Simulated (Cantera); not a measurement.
An adiabatic, constant-volume homogeneous reactor starts with CH₄ : H₂ : O₂ : N₂ = 1 : 0.3 : 1.79 : 6.74 (molar parts), equivalence ratio 1.2, at 1123 K and 0.440 bar.

Model: GRI-Mech 3.0 (53 species, 325 reactions), integrated in Cantera.

Predict: time of steepest temperature rise; temperature at 3.00 s; equilibrium temperature; x(H₂) at 3.00 s; x(O₂) at 3.00 s; x(CO₂) at 3.00 s; x(HCO) at 3.00 s; x(OH) at 3.00 s; x(NO) at 3.00 s.


```json
{
 "time_of_steepest_temperature_rise": "21.6 ms",
 "temperature at 3.00 s": "2776 K",
 "equilibrium_temperature": "2776 K",
 "x(H₂) at 3.00 s": "0.0373 (gas-phase equilibrium 0.0373)",
 "x(O₂) at 3.00 s": "0.00719 (gas-phase equilibrium 0.00719)",
 "x(CO₂) at 3.00 s": "0.0384 (gas-phase equilibrium 0.0384)",
 "x(HCO) at 3.00 s": "8.95e-8 (gas-phase equilibrium 8.95e-8)",
 "x(OH) at 3.00 s": "0.0171 (gas-phase equilibrium 0.0171)",
 "x(NO) at 3.00 s": "0.00599 (gas-phase equilibrium 0.00599)"
}
```
